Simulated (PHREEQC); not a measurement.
Synthetic water in mmol/kgw, 25 °C, pH 1.99, pe 11.8:

```csv
constituent,mmol/kgw
Na,3.51
K,15.5
Ca,15.2
Mg,4.82
Cl,7.86
S(6),36
Si,0.0203
Ni,0.00641
B,0.775
Sr,0.0763
Br,0.12
Cd,0.0582
```

Valence states are taken as typed.

Computed with PHREEQC (ion-association model, wateq4f.dat).

Question: The ionic strength comes out as 0.0856 mol/kgw. What activity coefficients do Cl-, CdCl+, HSO4-, Ni+2, KSO4- get?

Answer: Cl- 0.78, CdCl+ 0.79, HSO4- 0.79, Ni+2 0.39, KSO4- 0.80.

This is a speciation only: nothing precipitates in the calculation. Species that the database lacks are ignored.
